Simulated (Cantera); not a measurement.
Charge: 1 mol Al, 1.4 mol N₂O, 98 mol N₂, at 2148 K and 0.00330 bar.

Cantera equilibrium calculation (NASA polynomials, part measured and part estimated; ideal gas, pure solids and liquids). Candidate condensed phases: Al, AlN, Al₂O₃; 16 gas species. The numbers say what is thermodynamically allowed, not how fast it happens.

Base state: N₂ 0.999, Al 0.000562, Al₂O 8.04e-5, AlO 1.54e-5 (mole fractions); condensed: Al₂O₃(s).

What changes in the equilibrium state with this change: Al replaced by Al(CH₃)₃?


| species | before | after |
|---|---|---|
| N₂ | 0.999 | 0.926 |
| H₂ | 0 | 0.0330 |
| H | 0 | 0.0132 |
| CO | 0 | 0.0131 |
| Al | 0.000562 | 0.00932 |
| HCN | 0 | 0.00443 |
| HNC | 0 | 0.000323 |
| C₂H₂ (acetylene) | 0 | 6.32e-5 |
| CN | 0 | 5.71e-5 |
| Al₂O₃(s), mol | 0.463 | 0 |
| C(graphite), mol | 0 | 1.07 |
The feed counts by its element totals alone. Further candidate phases: C, C₆H₆, C₇H₈, C₈H₁₈, H₂O.
